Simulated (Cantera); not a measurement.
Cantera run:

```python
import numpy as np
import cantera as ct

gas_names = """
    CL CL2 H HCL H2 Si SiCL SiCL2 SiCL3 SiCL4 SiH SiHCL3 SiH2 SiH2CL2 SiH3 SiH3CL SiH4 Si2 Si3
""".split()
cond_names = """
    Si(cr) Si(L)
""".split()


# ... load() reads the species with a 1 bar reference pressure and builds the phases ...
atoms = {
    'SiCl4': {'Si': 1, 'CL': 4},
    'H2': {'H': 2},
    'HCl': {'H': 1, 'CL': 1},
}
top_T = {}  # K; cautious upper limits of use, not melting points


# ... equilibrate(T, P, feed) seeds the gas with the atoms and calls Mixture.equilibrate('TP', solver="vcs", rtol=1e-11, max_steps=5000) ...
results = []
feed = {'SiCl4': 1, 'H2': 2.3, 'HCl': 0.2}  # mol
T = 975  # K
P = 1900  # Pa
mix = equilibrate(T, P, feed)
results.append((T, P, feed, dict(zip(mix.species_names, mix.species_moles))))
x = sorted(zip(gas.X, gas.species_names), reverse=True)
print(f"T = {T:g} K  P = {P:g} Pa  gas = {mix.phase_moles(0):.4g} mol")
print("   x: " + "  ".join(f"{s} {v:.3e}" for v, s in x if v > 1e-06))
print("   condensed (mol): " + ("  ".join(f"{mix.phase(i).name} {mix.phase_moles(i):.4g}"
      for i in range(1, mix.n_phases) if mix.phase_moles(i) > 1e-12) or "none"))
```

It prints:

```
T = 975 K  P = 1900 Pa  gas = 3.504 mol
   x: H2 6.417e-01  SiCL4 2.700e-01  HCL 7.286e-02  SiHCL3 1.359e-02  SiCL3 1.540e-03  SiCL2 2.487e-04  SiH2CL2 7.167e-05
   condensed (mol): none
```

Method: chemical equilibrium by Gibbs-energy minimisation in Cantera with the NASA 1993 tables (ideal gas, pure condensed phases). The tables' values for SiCl3 are old estimates; treat these amounts as uncertain.
